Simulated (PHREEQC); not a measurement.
A column of 0.5 m (40 cells, dispersivity 0.04 m, 3600 s a shift, diffusion coefficient 3e-10 m²/s) holds 0.045 eq of the database's cation exchanger X per kg of pore water, first in equilibrium with 0.0005 mol/kgw LiCl, 0.00013 mol/kgw PbCl2, 0.0023 mol/kgw KCl and 1e-05 mol/kgw HCl. It is flushed with 0.022 mol/kgw KCl, 0.0013 mol/kgw CdCl2 and 1e-05 mol/kgw HCl, at 15 °C. Values are for the last cell. CO2 from the air is kept out. Nothing may precipitate in this run.

Base run: PHREEQC, ion-association model, phreeqc.dat. Each further column changes one thing. The table gives Li in solution (mol/kgw).

| pore volumes | base | exchange capacity from 0.045 to 0.022 eq/kgw | dispersivity from 0.04 to 0.08 m |
|---|---|---|---|
| 0 | 0.000500 | 0.000500 | 0.000500 |
| 0.8125 | 0.000812 | ___ | 0.000657 |
| 1.613 | 0.000157 | ___ | 0.000183 |
| 2.212 | 3.14e-5 | 1.50e-5 | 6.26e-5 |
| 3.013 | 3.44e-6 | 1.35e-6 | 1.50e-5 |
| 3.812 | 3.74e-7 | 1.19e-7 | ___ |
| 4.412 | 7.15e-8 | ___ | ___ |
| 5.213 | 7.96e-9 | 1.70e-9 | 3.16e-7 |
| 6.013 | 8.97e-10 | 1.51e-10 | ___ |

**Question.** Fill in the missing entries.

**Answer.** 
- 0.8125, exchange capacity from 0.045 to 0.022 eq/kgw: 0.000567
- 1.613, exchange capacity from 0.045 to 0.022 eq/kgw: 8.58e-5
- 3.812, dispersivity from 0.04 to 0.08 m: 3.65e-6
- 4.412, exchange capacity from 0.045 to 0.022 eq/kgw: 1.93e-8
- 4.412, dispersivity from 0.04 to 0.08 m: 1.27e-6
- 6.013, dispersivity from 0.04 to 0.08 m: 7.90e-8
